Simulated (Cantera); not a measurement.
Feed: 1 mol Si3N4, 0.13 mol H2, 0.0099 mol C, at 2048 K and 13.3 mbar.

These are equilibrium values from Cantera (NASA tables, ideal gas, pure condensed phases), not measurements of a reactor. Candidate condensed phases: C, C6H6, C7H8, C8H18, Si, SiC, Si3N4; 105 gas species. Mutual solubility and eutectic melting of coexisting phases are not modelled. The tables' values for SiN are old estimates; treat these amounts as uncertain. Equilibrium is a limit: real reactors are often held back by kinetics, nucleation or transport.

Base state: N2 0.931, H2 0.0580, Si 0.00567, H 0.00467, HCN 0.000269, Si2C 0.000189, Si2N 0.000185, SiN 0.000147 (mole fractions); condensed: Si(l) + SiC(s).

Problem. What changes in the equilibrium state with this change: temperature from 2048 K to 2675 K?

Solution. 
```
species       before     after
-----------  -------  --------
Si           0.00567     0.554
N2             0.931     0.387
H            0.00467    0.0363
H2            0.0580   0.00657
Si2          6.58e-5   0.00862
Si3          1.38e-5  0.000641
CN           5.67e-7   2.43e-5
Si(l), mol      2.98         0
SiC(s), mol  0.00887         0
```
